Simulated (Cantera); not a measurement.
**Premixed flame**

A freely propagating, adiabatic, planar premixed flame of H2 : O2 : N2 = 1 : 0.71 : 2.07 (molar parts), unburnt at 475 K and 1.20 bar; mixture-averaged transport, grid criteria slope 0.08 and curve 0.16, no radiation.

Detailed kinetics in Cantera: the H2/O2 subset of GRI-Mech 3.0, which has no nitrogen chemistry. Burning velocities carry a grid error of a few per cent, more on coarse grids.

| z (mm) | T (K) | u (m/s) | x H2 | x O2 | x HO2 | x H2O2 | x O | x H2O |
|---|---|---|---|---|---|---|---|---|
| -0.883 | 475 | 4.40 | 0.265 | 0.188 | <1e-8 | <1e-8 | <1e-8 | <1e-8 |
| -0.589 | 475 | 4.40 | 0.265 | 0.188 | <1e-8 | <1e-8 | <1e-8 | <1e-8 |
| -0.442 | 475 | 4.40 | 0.264 | 0.188 | <1e-8 | <1e-8 | <1e-8 | 4.02e-8 |
| -0.294 | 475 | 4.40 | 0.264 | 0.188 | 2.41e-7 | <1e-8 | <1e-8 | 9.03e-7 |
| -0.147 | 495 | 4.53 | 0.254 | 0.190 | 0.000210 | 8.68e-6 | 3.84e-6 | 0.000755 |
| -0.0736 | 746 | 6.59 | 0.212 | 0.187 | 0.000374 | 5.29e-5 | 0.000271 | 0.0230 |
| 0 | 1200 | 10.3 | 0.124 | 0.152 | 0.000162 | 1.43e-5 | 0.00485 | 0.105 |
| 0.0736 | 1532 | 12.9 | 0.0502 | 0.0981 | 8.48e-5 | 4.88e-6 | 0.0131 | 0.196 |
| 0.147 | 1706 | 14.3 | 0.0285 | 0.0772 | 5.48e-5 | 2.52e-6 | 0.0158 | 0.230 |
| 0.294 | 1883 | 15.7 | 0.0220 | 0.0698 | 3.57e-5 | 1.26e-6 | 0.0138 | 0.246 |
| 0.589 | 2048 | 16.9 | 0.0171 | 0.0665 | 2.18e-5 | 7.17e-7 | 0.0100 | 0.260 |
| 1.18 | 2184 | 17.8 | 0.0115 | 0.0645 | 1.27e-5 | 4.81e-7 | 0.00634 | 0.273 |
| 2.35 | 2280 | 18.5 | 0.00670 | 0.0636 | 8.24e-6 | 3.80e-7 | 0.00353 | 0.284 |
x: mole fraction of selected species; z is measured from the peak of heat release.

```yaml
laminar_burning_velocity: 440 cm/s
thermal_thickness: 0.294 mm
peak x(HO2): 0.000506
peak x(H2O2): 5.32e-5
peak x(O): 0.0158
grid_points: 107
```
